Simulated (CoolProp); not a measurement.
Properties of carbon monoxide at several states.

Model: reference Helmholtz-energy equation of state, Lemmon 2006, in CoolProp. It is a short technical equation, of lower accuracy than the large ones.

| T (K) | p (kPa) | phase | cp (kJ/(kg K)) | expansivity (1/kK) |
|---|---|---|---|---|
| 455.7 | 939 | gas | [?] | 2.207 |
| 397.9 | 3140 | gas | 1.076 | 2.592 |
| 487.1 | 40.2 | gas | [?] | 2.053 |
| 245.2 | 2630 | gas | 1.120 | [?] |
| 205 | 217 | gas | [?] | 4.971 |
| 158.4 | 1370 | gas | [?] | 8.161 |

Task: What belongs in the gaps?

Result: 
- 455.7, cp (kJ/(kg K)): 1.062
- 487.1, cp (kJ/(kg K)): 1.061
- 245.2, expansivity (1/kK): 4.651
- 205, cp (kJ/(kg K)): 1.049
- 158.4, cp (kJ/(kg K)): 1.185
